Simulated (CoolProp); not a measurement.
A single-stage vapour-compression cycle with R11: evaporating at 297.15 K (dew point), condensing at 355.15 K (bubble point), superheat 2 K, subcooling 8 K, compressor efficiency 0.9, no pressure losses. Each further row changes one setting.

Values from CoolProp's reference Helmholtz-energy equation of state, Jacobsen 1992.

```
case                              cooling COP  pressure ratio  discharge temperature (K)  refrigerating effect (kJ/kg)  volumetric capacity (kJ/m³)
--------------------------------  -----------  --------------  -------------------------  ----------------------------  ---------------------------
as stated                                3.95            5.36                      365.7                           137                          803
evaporating temperature 302.15 K         4.48            4.51                          ?                           140                            ?
condensing temperature 350.15 K             ?               ?                      360.4                           142                          831
subcooling 13 K                          4.09            5.36                      365.7                           142                            ?
superheat 12 K                              ?            5.36                          ?                             ?                          808
compressor efficiency 0.8                3.51            5.36                      372.0                           137                          803
```

Problem. What belongs in the gaps?

Solution. 
- evaporating temperature 302.15 K, discharge temperature (K): 364.4
- evaporating temperature 302.15 K, volumetric capacity (kJ/m³): 962
- condensing temperature 350.15 K, cooling COP: 4.42
- condensing temperature 350.15 K, pressure ratio: 4.75
- subcooling 13 K, volumetric capacity (kJ/m³): 830
- superheat 12 K, cooling COP: 3.97
- superheat 12 K, discharge temperature (K): 376.5
- superheat 12 K, refrigerating effect (kJ/kg): 143
